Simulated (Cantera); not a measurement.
A closed system holds: 1 mol SiHCl₃, 0.052 mol Cl₂, 41 mol H₂, equilibrated at 2.00 mbar.

Cantera equilibrium calculation (NASA polynomials, part measured and part estimated; ideal gas, pure solids and liquids). Candidate condensed phases: Si; 19 gas species. The tables' values for SiCl₃ are old estimates; treat these amounts as uncertain. Kinetics and transport are ignored.

log p: log10 of the partial pressure in bar; n: condensed amount in mol.

```tsv
T (K)	log p H₂	log p HCl	log p SiCl₄	log p SiCl₂	log p SiHCl₃	log p SiCl₃	n Si(s)
800	-2.71	-5.08	-4.53	…	-5.20	-7.01	0.233
900	-2.71	-4.58	-4.60	…	-5.27	-6.30	0.325
1000	-2.72	-4.22	-4.79	…	-5.44	-5.84	0.480
1100	-2.72	-4.02	-5.30	…	-5.84	-5.73	0.611
1200	-2.73	-3.97	-6.19	…	-6.51	-5.98	0.640
1300	-2.73	-3.96	-7.11	-4.77	-7.22	-6.33	0.625
1400	-2.73	-3.97	-7.93	-4.74	-7.84	-6.65	0.605
```

### Question
Fill in the missing entries.

### Answer

- 800, log p SiCl₂: -7.44
- 900, log p SiCl₂: -6.32
- 1000, log p SiCl₂: -5.50
- 1100, log p SiCl₂: -5.01
- 1200, log p SiCl₂: -4.83
